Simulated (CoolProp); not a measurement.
The numbers come from the reference Helmholtz-energy equation of state, Schmidt 1985 in CoolProp.

Give the vapour pressure (MPa), liquid density (kg/m³), enthalpy of vaporisation (kJ/kg), liquid cp (kJ/(kg K)) of saturated oxygen at 72.8, 82.7, 87.7 K.


```json
[
 {"T (K)": "72.8", "p (MPa)": "0.0102", "liquid density (kg/m³)": "1220", "enthalpy of vaporisation (kJ/kg)": "228", "liquid cp (kJ/(kg K))": "1.68"},
 {"T (K)": "82.7", "p (MPa)": "0.0429", "liquid density (kg/m³)": "1180", "enthalpy of vaporisation (kJ/kg)": "220", "liquid cp (kJ/(kg K))": "1.68"},
 {"T (K)": "87.7", "p (MPa)": "0.0775", "liquid density (kg/m³)": "1150", "enthalpy of vaporisation (kJ/kg)": "215", "liquid cp (kJ/(kg K))": "1.69"}
]
```
